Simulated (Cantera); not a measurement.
A Cantera script and what it prints.

```python
import numpy as np
import cantera as ct

gas_names = """
    F F2 N NF NF2 NF3 N2 Si SiF SiF2 SiF3 SiF4 SiN Si2 Si2N Si3
""".split()
cond_names = """
    Si(cr) Si(L) Si3N4(a)
""".split()


# ... load() reads the species with a 1 bar reference pressure and builds the phases ...
atoms = {
    'SiF4': {'Si': 1, 'F': 4},
    'N2': {'N': 2},
}
top_T = {'Si3N4(a)': 2400}  # K; cautious upper limits of use, not melting points


# ... equilibrate(T, P, feed) seeds the gas with the atoms and calls Mixture.equilibrate('TP', solver="vcs", rtol=1e-11, max_steps=5000) ...
results = []
feed = {'SiF4': 1, 'N2': 0.26}  # mol
P = 240  # Pa
for T in [1050, 1200, 1350, 1500, 1650, 1800, 1950]:
    mix = equilibrate(T, P, feed)
    results.append((T, P, feed, dict(zip(mix.species_names, mix.species_moles))))

top = {s: max(r[3][s] / sum(r[3][g] for g in gas_names) for r in results) for s in gas_names}
cols = sorted((s for s in top if top[s] > 1e-05), key=lambda s: -top[s])[:8]
seen = [c for c in cond_names if any(r[3].get(c, 0) > 1e-12 for r in results)]
print("log10 of partial pressures in bar; condensed amounts in mol")
print(f"{'T/K':>10s}" + "".join(f"{s[:9]:>10s}" for s in cols + seen))
for T, P, feed, n in results:
    ng = sum(n[g] for g in gas_names)
    print(f"{T:10.4g}" + "".join(f"{np.log10(max(n[s] / ng * P / 1e5, 1e-99)):10.3f}" for s in cols)
          + "".join(f"{n.get(c, 0):10.4g}" for c in seen))
```

Output:

```
log10 of partial pressures in bar; condensed amounts in mol
       T/K      SiF4        N2         F      SiF3
      1050    -2.720    -3.305   -12.313   -12.313
      1200    -2.720    -3.305   -10.416   -10.417
      1350    -2.720    -3.305    -8.942    -8.942
      1500    -2.720    -3.305    -7.763    -7.763
      1650    -2.720    -3.305    -6.799    -6.799
      1800    -2.721    -3.305    -5.997    -5.997
      1950    -2.722    -3.306    -5.319    -5.320
```

Equilibrium computed with Cantera from the NASA thermochemical tables; the gas is ideal and each condensed phase is pure. The tables' values for SiF3 are old estimates; treat these amounts as uncertain.
